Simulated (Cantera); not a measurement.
A perfectly stirred reactor is fed with 8.07 % CH₄, 0.404 % H₂, 19.2 % O₂, 72.3 % N₂, equivalence ratio 0.85, at 10.0 bar; it is adiabatic with a 725 K inlet, and is followed from long to short residence time, starting on the burning branch (τ in s: 0.26, 0.091, 0.031, 0.011, 0.0037, 0.0013, 0.00044, 0.00015, 5.3e-05, 1.8e-05).

Model: GRI-Mech 3.0 (53 species, 325 reactions), integrated in Cantera.

Q: Predict: blow-out, bracketed by the residence times tried; x(CH₄) at τ = 0.260 s; x(H₂) at τ = 0.260 s; x(O₂) at τ = 0.260 s; x(O) at τ = 0.260 s; x(NO) at τ = 0.260 s; x(CH₄) at τ = 1.30 ms; x(H₂) at τ = 1.30 ms; x(O₂) at τ = 1.30 ms; x(O) at τ = 1.30 ms; x(NO) at τ = 1.30 ms.

A: 
| Property | Result |
|---|---|
| blow-out, bracketed by the residence times tried | burning at 18.0 µs, the shortest tried |
| x(CH₄) at τ = 0.260 s | 1.18e-7 |
| x(H₂) at τ = 0.260 s | 0.000968 |
| x(O₂) at τ = 0.260 s | 0.0264 |
| x(O) at τ = 0.260 s | 0.000379 |
| x(NO) at τ = 0.260 s | 0.00577 |
| x(CH₄) at τ = 1.30 ms | 1.93e-5 |
| x(H₂) at τ = 1.30 ms | 0.00131 |
| x(O₂) at τ = 1.30 ms | 0.0296 |
| x(O) at τ = 1.30 ms | 0.000519 |
| x(NO) at τ = 1.30 ms | 0.000723 |
